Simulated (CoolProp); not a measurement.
Properties of oxygen along the isobar 1.5 MPa (Tc = -118.6 °C, pc = 5.046 MPa, ω = 0.022).

Values from CoolProp's reference Helmholtz-energy equation of state, Schmidt 1985.

```csv
T (°C),phase,cp (kJ/(kg K)),cv (kJ/(kg K)),expansivity (1/kK),Prandtl number
-210.95,liquid,1.672,1.068,3.475,4.60
-195.85,liquid,1.676,0.9844,3.846,2.85
-180.85,liquid,1.698,0.9239,4.392,2.13
-165.85,liquid,1.771,0.8751,5.362,1.83
-150.75,liquid,1.957,0.8391,7.417,1.75
-135.75,gas,1.221,0.7141,12.29,0.912
-120.75,gas,1.102,0.6903,9.356,0.846
-105.65,gas,1.042,0.6770,7.732,0.810
-90.65,gas,1.008,0.6690,6.676,0.787
```

Viscosity comes from a separate model (Lemmon 2004). Thermal conductivity comes from a separate model (Lemmon 2004).
